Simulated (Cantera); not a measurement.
## Fluorocarbon and chlorocarbon gases: CH3Cl + HCl + H2

Charge: 1 mol CH3Cl, 0.61 mol HCl, 0.13 mol H2, equilibrated at 13.0 Pa.

Method: chemical equilibrium by Gibbs-energy minimisation in Cantera with the NASA 1993 tables (ideal gas, pure condensed phases). Candidate condensed phases: C, C6H6, C7H8, C8H18; 91 gas species. The numbers say what is thermodynamically allowed, not how fast it happens.

```
T (°C)    x H   x Cl      x C    x C3     x H2     x HCl     x C2  n C(graphite)
------  -----  -----  -------  ------  -------  --------  -------  -------------
2327    0.635  0.282  0.00480  0.0170   0.0356    0.0225  0.00160          0.669
2377    0.636  0.277  0.00895  0.0344   0.0239    0.0149  0.00326          0.320
2427    0.632  0.271   0.0146  0.0484   0.0161   0.00994  0.00518              0
2477    0.637  0.271   0.0205  0.0454   0.0113   0.00693  0.00623              0
2527    0.639  0.270   0.0282  0.0417  0.00793   0.00485  0.00733              0
2577    0.638  0.268   0.0380  0.0373  0.00559   0.00342  0.00841              0
2627    0.635  0.266   0.0500  0.0322  0.00397   0.00243  0.00935              0
2677    0.630  0.264   0.0642  0.0266  0.00283   0.00173   0.0100              0
2727    0.625  0.261   0.0798  0.0206  0.00203   0.00125   0.0102              0
2777    0.619  0.258   0.0960  0.0149  0.00147  0.000906  0.00989              0
```
x: gas mole fraction; n: condensed amount in mol.

From 2327 °C to 2377 °C the condensed part is C(graphite). From 2427 °C to 2777 °C nothing is condensed. The main C-bearing gas is C3 at 2327 °C and C at 2777 °C.
